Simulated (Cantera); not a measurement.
**SiCl₄ + Cl₂ + H₂ (chlorosilane synthesis and conversion)**

Input: 1 mol SiCl₄, 1.2 mol Cl₂, 9.8 mol H₂, held at 1650 K and 0.180 bar.

Equilibrium computed with Cantera from the NASA thermochemical tables; the gas is ideal and each condensed phase is pure. Candidate condensed phases: Si; 19 gas species. The tables' values for SiCl₃ are old estimates; treat these amounts as uncertain. Equilibrium is a limit: real reactors are often held back by kinetics, nucleation or transport.

```yaml
x(H₂): 0.601
x(HCl): 0.321
x(SiCl₂): 0.0608
x(SiCl₃): 0.0111
x(SiCl₄): 0.00444
x(SiHCl₃): 0.00140
x(H): 0.000166
x(SiH₂Cl₂): 7.51e-5
x(Cl): 6.95e-5
gas_amount: 12.85 mol
log10 activity of Si(s) (absent): -1.00
```
